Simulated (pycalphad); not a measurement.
Computed with pycalphad from the COST 507 light-alloy database (1999), at 1 atm. These are 1990s assessments: newer ones move some temperatures and phases. Amounts are mole fractions of atoms.

Question: Give the equilibrium state of Al-2.02Si (at.%) at 402 °C.

Answer: 
```
T = 675.00 K, P = 101325 Pa, N = 1 mol of atoms
G = -23482 J/mol, H = 10183 J/mol, S = 49.87 J/(mol K)  (SER reference)
chemical potentials (J/mol): Al -23625, Si -16540
phase             fraction      x(Al)      x(Si)
FCC_A1              0.9823     0.9974     0.0026
DIAMOND_A4          0.0177   1.42e-08     1.0000
```

Question: Give the equilibrium state of Al-2.02Si (at.%) at 627 °C.

Answer: FCC_A1, fraction 0.689, with 0.57 Si at.%; LIQUID, fraction 0.311, with 5.2 Si at.%.

FCC_A1 is fcc; DIAMOND_A4 is diamond (Si).
